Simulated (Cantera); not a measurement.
A closed system holds: 1 mol SiH2Cl2, 0.024 mol Cl2, 4 mol N2, 0.84 mol HCl, at 925 °C and 750 Torr.

These are equilibrium values from Cantera (NASA tables, ideal gas, pure condensed phases), not measurements of a reactor. Candidate condensed phases: NH4Cl, Si, Si3N4; 28 gas species. N2 is the only nitrogen source here; it is nearly inert below about 1500 K, so the nitride shown seldom forms there in practice. The tables' values for SiCl3 are old estimates; treat these amounts as uncertain. Equilibrium is a limit: real reactors are often held back by kinetics, nucleation or transport.

Base state: N2 0.588, HCl 0.240, H2 0.113, SiCl4 0.0580, SiHCl3 0.000736, SiCl3 0.000316, SiCl2 1.53e-5 (mole fractions); condensed: Si3N4(s).

**Question.** What changes in the equilibrium state with this change: N2 from 4 to 21 mol?

**Answer.** 
```csv
species,before,after
N2,0.588,0.888
HCl,0.240,0.0773
H2,0.113,0.0227
SiCl4,0.0580,0.0118
SiHCl3,0.000736,9.31e-5
SiCl3,0.000316,8.94e-5
SiCl2,1.53e-5,6.00e-6
"Si3N4(s), mol",0.214,0.241
```

**Question.** What changes in the equilibrium state with this change: N2 from 4 to 49 mol?

**Answer.** 
| species | before | after |
|---|---|---|
| N2 | 0.588 | 0.949 |
| HCl | 0.240 | 0.0381 |
| H2 | 0.113 | 0.00870 |
| SiCl4 | 0.0580 | 0.00454 |
| SiHCl3 | 0.000736 | 2.79e-5 |
| SiCl3 | 0.000316 | 4.32e-5 |
| SiCl2 | 1.53e-5 | 3.64e-6 |
| Si3N4(s), mol | 0.214 | 0.255 |

**Question.** What changes in the equilibrium state with this change: pressure from 750 Torr to 1.00 Torr?

**Answer.** 
| species | before | after |
|---|---|---|
| N2 | 0.588 | 0.572 |
| HCl | 0.240 | 0.307 |
| H2 | 0.113 | 0.0779 |
| SiCl4 | 0.0580 | 0.0366 |
| SiCl2 | 1.53e-5 | 0.00305 |
| SiCl3 | 0.000316 | 0.00355 |
| SiHCl3 | 0.000736 | 0.000250 |
| Si3N4(s), mol | 0.214 | 0.244 |
